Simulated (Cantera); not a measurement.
Feed: 1 mol HMDSO, a varied amount of H2O, equilibrated at 923 K and 75.0 Torr.

Cantera equilibrium calculation (NASA polynomials, part measured and part estimated; ideal gas, pure solids and liquids). Candidate condensed phases: C, C6H6, C7H8, C8H18, H2O, Si, SiC, SiO2; 123 gas species. The feed counts by its element totals alone. The numbers say what is thermodynamically allowed, not how fast it happens.

log p: log10 of the partial pressure in bar; n: condensed amount in mol.

```tsv
n(H2O) (mol)	log p H2	log p CO	log p H2O	log p CO2	log p CH4	n C(graphite)	n SiC(s)	n SiO2(β-quartz)
2.3	-1.01	-8.23	-9.05	<-13	-2.65	5.40	0.350	1.65
2.8	-1.01	-8.23	-9.05	<-13	-2.65	5.64	0.100	1.90
3.3	-1.02	-2.68	-3.51	-4.86	-2.67	5.48	0	2.00
3.9	-1.04	-2.24	-3.09	-3.99	-2.71	(withheld)	0	2.00
4.7	-1.06	-2.02	-2.89	-3.54	-2.75	(withheld)	0	2.00
5.6	-1.08	-1.89	-2.78	-3.28	-2.79	(withheld)	0	2.00
6.6	-1.10	-1.80	-2.71	-3.09	-2.83	(withheld)	0	2.00
7.9	-1.12	-1.72	-2.65	-2.94	-2.87	(withheld)	0	2.00
9.4	-1.14	-1.66	-2.61	-2.83	-2.91	(withheld)	0	2.00
11	-1.15	-1.70	-2.28	-2.52	-3.31	0	0	2.00
13	-1.16	-1.78	-2.01	-2.32	-3.70	0	0	2.00
```

### Question
Some entries are withheld; supply them.

### Answer

- 3.9, n C(graphite): 4.96
- 4.7, n C(graphite): 4.27
- 5.6, n C(graphite): 3.50
- 6.6, n C(graphite): 2.64
- 7.9, n C(graphite): 1.52
- 9.4, n C(graphite): 0.236
